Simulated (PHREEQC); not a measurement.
Model water analysis in mg/kgw, 47 °C, pH 2.97, pe 9.2: Na 52.5; K 36.3; Ca 30.9; Mg 5.83; Cl 49.2; S(6) as SO4 285; Cu(2) 0.832; Cd 1.79.

Valence states are taken as typed.

Equilibrium calculation in PHREEQC: ion-association model, wateq4f.dat.

Precipitation was switched off in this run.

Q: Order these Ca species by the share of Ca that they hold, largest first: Ca+2, CaHSO4+, CaSO4.

A: Ca+2 (80 %), CaSO4 (20 %), CaHSO4+ (0.20 %)

Q: Order these Cd species by the share of Cd that they hold, largest first: CdCl+, CdSO4, Cd+2, Cd(SO4)2-2.

A: Cd+2 (69 %), CdSO4 (24 %), CdCl+ (6.5 %), Cd(SO4)2-2 (0.55 %)

The pH is 2.97 and the ionic strength 0.00943 mol/kgw. At this temperature some constants are extrapolated from 25 °C, and those without enthalpy data are left unchanged.
